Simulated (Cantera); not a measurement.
A Cantera script and its output.

```python
import numpy as np
import cantera as ct

gas = ct.Solution("gri30.yaml")
gas.TPX = 1375, 84000, {'CH4': 1, 'O2': 1.43, 'N2': 5.37}
reactor = ct.IdealGasConstPressureReactor(gas, energy="on", clone=False)
net = ct.ReactorNet([reactor])
net.rtol, net.atol = 1e-08, 1e-16
show = ['CH4', 'O2', 'H', 'NO2', 'CH2', 'HCO']
times = np.geomspace(4e-06, 0.3, 13)

steps = ct.SolutionArray(gas, extra=["t"])
rows = []
print(f"{'t/s':>10s}{'T/K':>9s}{'P/Pa':>11s}" + "".join(f"{s:>11s}" for s in show))
for t in times:
    while net.time < t:
        t_next = net.step()
        steps.append(gas.state, t=t_next)
    rows.append([np.interp(t, steps.t, y) for y in (steps.T, steps.P, *steps(*show).X.T)])
    print(f"{t:10.3e}{rows[-1][0]:9.1f}{rows[-1][1]:11.4g}" + "".join(f"{x:11.3e}" for x in rows[-1][2:]))
rate = np.gradient(steps.T, steps.t)
print("integrator steps:", len(steps.t))
if steps.T.max() > steps.T[0] + 200:
    print(f"time of steepest temperature rise: {steps.t[rate.argmax()]:.4e} s")
gas.TPX = 1375, 84000, {'CH4': 1, 'O2': 1.43, 'N2': 5.37}
gas.equilibrate("HP")
print(f"equilibrium (HP): T = {gas.T:.1f} K  " + "  ".join(f"{s} {gas[s].X[0]:.3e}" for s in show))
```

Output:

```
       t/s      T/K       P/Pa        CH4         O2          H        NO2        CH2        HCO
 4.000e-06   1375.0    8.4e+04  1.282e-01  1.833e-01  1.092e-09  1.202e-24  3.660e-16  1.301e-15
 1.019e-05   1375.0    8.4e+04  1.282e-01  1.833e-01  1.155e-09  2.949e-23  1.558e-15  9.191e-15
 2.598e-05   1375.0    8.4e+04  1.282e-01  1.833e-01  1.331e-09  6.376e-22  9.040e-15  6.527e-14
 6.620e-05   1375.0    8.4e+04  1.282e-01  1.833e-01  1.896e-09  1.510e-20  7.311e-14  5.096e-13
 1.687e-04   1375.0    8.4e+04  1.282e-01  1.833e-01  4.237e-09  4.419e-19  8.189e-13  5.202e-12
 4.299e-04   1375.0    8.4e+04  1.282e-01  1.833e-01  1.477e-08  1.394e-17  1.144e-11  8.281e-11
 1.095e-03   1375.6    8.4e+04  1.280e-01  1.832e-01  4.541e-08  3.580e-16  7.649e-11  1.186e-09
 2.792e-03   1380.4    8.4e+04  1.267e-01  1.824e-01  1.671e-07  1.467e-14  3.129e-10  1.075e-08
 7.114e-03   2665.5    8.4e+04  8.234e-14  1.957e-03  1.419e-02  3.961e-08  1.656e-13  1.061e-07
 1.813e-02   2668.1    8.4e+04  1.043e-13  1.649e-03  1.325e-02  1.462e-07  1.833e-13  1.024e-07
 4.620e-02   2668.1    8.4e+04  1.044e-13  1.647e-03  1.325e-02  1.473e-07  1.833e-13  1.024e-07
 1.177e-01   2668.1    8.4e+04  1.044e-13  1.647e-03  1.325e-02  1.473e-07  1.833e-13  1.024e-07
 3.000e-01   2668.1    8.4e+04  1.044e-13  1.647e-03  1.325e-02  1.473e-07  1.833e-13  1.024e-07
integrator steps: 2269
time of steepest temperature rise: 6.2961e-03 s
equilibrium (HP): T = 2668.1 K  CH4 1.246e-13  O2 1.647e-03  H 1.325e-02  NO2 1.473e-07  CH2 1.934e-13  HCO 1.024e-07
```

Cantera simulation using GRI-Mech 3.0 (53 species, 325 reactions); the numbers are that mechanism's predictions, not measurements.
